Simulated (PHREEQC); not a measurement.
A solution holds 0.0016 mol/kgw Cu(BF4)2 and 0.00049 mol/kgw HBF4, at 10 °C. Closed to the air; pH follows from the charge balance.

All values are PHREEQC results (ion-association model, wateq4f.dat), not measurements.

```
quantity         before     after
--------------  -------  --------
pH                 2.90      2.36
BF4- (mol/kgw)  0.00241   0.00651
HF (mol/kgw)    0.00223   0.00375
F- (mol/kgw)    0.00168  0.000827
```

Q: Which change was made?
A) Cu(BF4)2 from 0.0016 to 0.00032 mol/kgw
B) HBF4 from 0.00049 to 4.9e-05 mol/kgw
C) diluted 2-fold with water
D) HBF4 from 0.00049 to 0.000539 mol/kgw
E) HBF4 from 0.00049 to 0.0049 mol/kgw

A: E, HBF4 from 0.00049 to 0.0049 mol/kgw

This is a speciation only: nothing precipitates in the calculation. At this temperature some constants are extrapolated from 25 °C, and those without enthalpy data are left unchanged. Real BF4- forms and hydrolyses slowly; the run takes it at equilibrium.
